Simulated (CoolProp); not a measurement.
Vapour-liquid equilibrium of CHF3 (R23) (1) + R22 (2) at 2.6 bar; x and y are mole fractions of (1).

Computed with CoolProp (multi-fluid Helmholtz-energy mixture model, Penoncello 2003 and Kamei 1995; pair parameters Bell 2016).

```
x     bubble temperature, mixture model (°C)  bubble temperature, Raoult's law (°C)  y, mixture model  y, Raoult's law
----  --------------------------------------  -------------------------------------  ----------------  ---------------
0.05                                   -24.9                                  -24.1             0.248            0.236
0.15                                   -34.9                                  -32.9             0.545            0.526
0.25                                   -42.0                                  -39.6             0.703            0.690
0.35                                   -47.3                                  -44.9             0.794            0.791
0.45                                   -51.2                                  -49.2             0.852            0.858
0.55                                   -54.4                                  -52.8             0.893            0.903
0.65                                   -56.9                                  -55.9             0.923            0.936
0.75                                   -59.1                                  -58.5             0.948            0.961
0.85                                   -61.1                                  -60.9             0.969            0.979
0.95                                   -63.0                                  -63.0             0.990            0.994
```

The largest gap from Raoult's law is -2.4 K in bubble temperature, at x = 0.25. No azeotrope shows between x = 0.05 and 0.95.

The pair parameters rest on a limited set of measurements; away from them the model extrapolates.
